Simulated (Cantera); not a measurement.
What does this Cantera script print?

```python
import numpy as np
import cantera as ct

gas_names = """
    CL CL2 Fe FeCL FeCL2 FeCL3 Fe2CL4 Fe2CL6 H HCL H2
""".split()
cond_names = """
    Fe(a) Fe(c) Fe(d) Fe(L) FeCL2(s) FeCL2(L) FeCL3(s) FeCL3(L)
""".split()


# ... load() reads the species with a 1 bar reference pressure and builds the phases ...
atoms = {
    'FeCl2': {'Fe': 1, 'CL': 2},
    'H2': {'H': 2},
}
top_T = {}  # K; cautious upper limits of use, not melting points


# ... equilibrate(T, P, feed) seeds the gas with the atoms and calls Mixture.equilibrate('TP', solver="vcs", rtol=1e-11, max_steps=5000) ...
results = []
T = 1300  # K
P = 2900  # Pa
for m in [42, 48, 55, 64, 73, 84, 97, 110, 130, 150, 170, 200, 230]:
    feed = {'FeCl2': 1, 'H2': m}  # mol
    mix = equilibrate(T, P, feed)
    results.append((T, P, feed, dict(zip(mix.species_names, mix.species_moles))))
    x = sorted(zip(gas.X, gas.species_names), reverse=True)
    print(f"T = {T:g} K  P = {P:g} Pa  n(H2) = {m:g} mol  gas = {mix.phase_moles(0):.4g} mol")
    print("   x: " + "  ".join(f"{s} {v:.3e}" for v, s in x if v > 1e-05))
    print("   condensed (mol): " + ("  ".join(f"{mix.phase(i).name} {mix.phase_moles(i):.4g}"
          for i in range(1, mix.n_phases) if mix.phase_moles(i) > 1e-12) or "none"))
```

Result:

```
T = 1300 K  P = 2900 Pa  n(H2) = 42 mol  gas = 43 mol
   x: H2 9.545e-01  HCL 4.447e-02  FeCL2 1.019e-03
   condensed (mol): Fe(c) 0.9562
T = 1300 K  P = 2900 Pa  n(H2) = 48 mol  gas = 49 mol
   x: H2 9.600e-01  HCL 3.924e-02  FeCL2 7.891e-04
   condensed (mol): Fe(c) 0.9613
T = 1300 K  P = 2900 Pa  n(H2) = 55 mol  gas = 56 mol
   x: H2 9.649e-01  HCL 3.450e-02  FeCL2 6.069e-04
   condensed (mol): Fe(c) 0.966
T = 1300 K  P = 2900 Pa  n(H2) = 64 mol  gas = 65 mol
   x: H2 9.697e-01  HCL 2.986e-02  FeCL2 4.525e-04
   condensed (mol): Fe(c) 0.9706
T = 1300 K  P = 2900 Pa  n(H2) = 73 mol  gas = 74 mol
   x: H2 9.733e-01  HCL 2.633e-02  FeCL2 3.504e-04
   condensed (mol): Fe(c) 0.9741
T = 1300 K  P = 2900 Pa  n(H2) = 84 mol  gas = 85 mol
   x: H2 9.767e-01  HCL 2.300e-02  FeCL2 2.664e-04
   condensed (mol): Fe(c) 0.9774
T = 1300 K  P = 2900 Pa  n(H2) = 97 mol  gas = 98 mol
   x: H2 9.798e-01  HCL 2.001e-02  FeCL2 2.010e-04
   condensed (mol): Fe(c) 0.9803
T = 1300 K  P = 2900 Pa  n(H2) = 110 mol  gas = 111 mol
   x: H2 9.821e-01  HCL 1.770e-02  FeCL2 1.570e-04
   condensed (mol): Fe(c) 0.9826
T = 1300 K  P = 2900 Pa  n(H2) = 130 mol  gas = 131 mol
   x: H2 9.848e-01  HCL 1.504e-02  FeCL2 1.130e-04
   condensed (mol): Fe(c) 0.9852
T = 1300 K  P = 2900 Pa  n(H2) = 150 mol  gas = 151 mol
   x: H2 9.868e-01  HCL 1.307e-02  FeCL2 8.523e-05
   condensed (mol): Fe(c) 0.9871
T = 1300 K  P = 2900 Pa  n(H2) = 170 mol  gas = 171 mol
   x: H2 9.884e-01  HCL 1.156e-02  FeCL2 6.656e-05
   condensed (mol): Fe(c) 0.9886
T = 1300 K  P = 2900 Pa  n(H2) = 200 mol  gas = 201 mol
   x: H2 9.901e-01  HCL 9.854e-03  FeCL2 4.825e-05
   condensed (mol): Fe(c) 0.9903
T = 1300 K  P = 2900 Pa  n(H2) = 230 mol  gas = 231 mol
   x: H2 9.914e-01  HCL 8.585e-03  FeCL2 3.658e-05
   condensed (mol): Fe(c) 0.9915
```

Cantera equilibrium calculation (NASA polynomials, part measured and part estimated; ideal gas, pure solids and liquids).
